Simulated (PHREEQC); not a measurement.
Solution (69 °C): 30 mmol/kgw FeSO4, 0.19 mmol/kgw CuCl2, 0.19 mmol/kgw NaF and 1 mmol/kgw Na2SO4. Closed to the air; pH follows from the charge balance.

All values are PHREEQC results (ion-association model, wateq4f.dat), not measurements.

- pH = 5.45
- ionic strength = 0.0644 mol/kgw

| species | molality | activity | log γ |
|---|---|---|---|
| SO4-2 | 0.0161 | 0.00644 | -0.399 |
| Fe+2 | 0.0153 | 0.00646 | -0.374 |
| FeSO4 | 0.0147 | 0.0149 | 0.006 |
| Na+ | 0.00210 | 0.00167 | -0.101 |
| Cl- | 0.000376 | 0.000294 | -0.108 |
| F- | 0.000177 | 0.000138 | -0.109 |
| Cu+2 | 0.000109 | 4.62e-5 | -0.374 |
| NaSO4- | 8.58e-5 | 6.87e-5 | -0.097 |
| CuSO4 | 7.81e-5 | 7.93e-5 | 0.006 |
| FeOH+ | 1.28e-5 | 1.02e-5 | -0.099 |
| FeF+ | 1.12e-5 | 8.89e-6 | -0.102 |

This is a speciation only: nothing precipitates in the calculation. Saturation is exceeded, for instance for Tenorite (slow to form); the values hold only as long as no solid forms. At this temperature some constants are extrapolated from 25 °C, and those without enthalpy data are left unchanged. Fluoro complexes past AlF4- and FeF3 are missing from the database.
